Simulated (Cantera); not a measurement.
Charge: 1 mol borazine, 0.17 mol O₂, 140 mol N₂, 8.3 mol NH₃, equilibrated at 1550 °C.

Method: chemical equilibrium by Gibbs-energy minimisation in Cantera with the NASA 1993 tables (ideal gas, pure condensed phases). Candidate condensed phases: B, BN, B₂O₃, B₃O₃H₃, H₂O; 39 gas species. The feed counts by its element totals alone. The numbers say what is thermodynamically allowed, not how fast it happens.

log p: log10 of the partial pressure in bar; n: condensed amount in mol.

| P (Pa) | log p N₂ | log p H₂ | log p H | log p HBO | log p BO | log p HBO₂ | n BN(s) |
|---|---|---|---|---|---|---|---|
| 10 | -4.05 | -5.05 | -5.89 | ? | -6.83 | -11.50 | 2.66 |
| 63 | -3.25 | -4.23 | -5.48 | ? | -6.20 | -9.43 | 2.66 |
| 400 | -2.44 | -3.42 | -5.07 | ? | -5.66 | -7.56 | 2.66 |
| 2500 | -1.65 | -2.62 | -4.67 | ? | -5.23 | -5.89 | 2.67 |
| 16000 | -0.84 | -1.82 | -4.27 | ? | -4.92 | -4.47 | 2.71 |
| 100000 | -0.04 | -1.02 | -3.87 | ? | -4.76 | -3.34 | 2.77 |

Question: Complete the blanks.

Answer: 
- 10, log p HBO: -7.23
- 63, log p HBO: -6.19
- 400, log p HBO: -5.25
- 2500, log p HBO: -4.42
- 16000, log p HBO: -3.70
- 100000, log p HBO: -3.14
